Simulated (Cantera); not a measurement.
An isothermal plug-flow reactor at 675 K and 5.00 bar (inlet), inlet velocity 0.83 m/s, active area per volume 490 1/m; feed 0.470 % H2, 4.34 % O2, 95.2 % N2.

Computed with Cantera and Deutschmann's 1995 Pt surface mechanism with GRI-Mech 3.0 gas chemistry. Catalytic surfaces can have several steady states; this one follows from the mechanism file's or the stated starting coverage. Mass transfer to the wall is taken as infinitely fast.

Predict: x(H2) at z = 0.042 m; x(O2) at z = 0.042 m; x(H2O) at z = 0.042 m; θ(free Pt) at the exit; θ(O*) at the exit; θ(OH*) at the exit.


| Property | Result |
|---|---|
| x(H2) at z = 0.042 m | 9.28e-6 |
| x(O2) at z = 0.042 m | 0.0411 |
| x(H2O) at z = 0.042 m | 0.00470 |
| θ(free Pt) at the exit | 0.00349 |
| θ(O*) at the exit | 0.994 |
| θ(OH*) at the exit | 0.00211 |
